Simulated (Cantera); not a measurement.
Mixture: H2 : O2 : N2 = 1 : 1.06 : 4 (molar parts), equivalence ratio 0.47, at 4.93 atm, adiabatic and at constant volume. Ignition delay is the time to a rise of 400 K.

Model: the H2/O2 subset of GRI-Mech 3.0, which has no nitrogen chemistry, integrated in Cantera. The hydrogen kinetics of GRI-Mech 3.0 are dated; newer H2 mechanisms differ, most at raised pressure. Where the delays flatten at high temperature, the 400 K rule measures the pace of heat release, not the induction time.

Problem. What does this change do: O2 1.06 to 0.49 parts?

Solution. 
| quantity | before | after |
|---|---|---|
| delay at 1173 K | 24.0 µs | 37.1 µs |
| delay at 1273 K | 8.36 µs | 13.1 µs |
| delay at 1373 K | 4.84 µs | 7.59 µs |
| delay at 1473 K | 3.33 µs | 5.23 µs |
| delay at 1573 K | 2.53 µs | 3.99 µs |

Problem. What does this change do: N2 4 to 7.2 parts?

Solution. 
```
quantity          before    after
---------------  -------  -------
delay at 1173 K  24.0 µs  36.7 µs
delay at 1273 K  8.36 µs  13.3 µs
delay at 1373 K  4.84 µs  7.93 µs
delay at 1473 K  3.33 µs  5.66 µs
delay at 1573 K  2.53 µs  4.54 µs
```
